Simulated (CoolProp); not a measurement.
CF4 (R14) at several states: density (kg/m³) from the reference equation and from simpler models built on Tc = -45.8 °C, pc = 3.762 MPa, ω = 0.178; each cubic takes its own stable root.

Computed with CoolProp (reference Helmholtz-energy equation of state, Platzer 1990). This equation is an older, rougher fit.

| T (°C) | p (MPa) | phase | reference |
|---|---|---|---|
| 90.95 | 0.0366 | gas | 1.065 |
| 90.85 | 1.74 | gas | 51.99 |
| -93.55 | 0.259 | gas | 16.05 |

Q: How far does each simpler model (Redlich-Kwong, Peng-Robinson) lie from the reference over these 3 states: mean and median of the absolute difference, and the worst?

A: 
- Redlich-Kwong: mean 0.3 %, median 0.2 %, worst +0.8 % at 90.85 °C and 1.74 MPa
- Peng-Robinson: mean 0.3 %, median 0.4 %, worst +0.6 % at 90.85 °C and 1.74 MPa
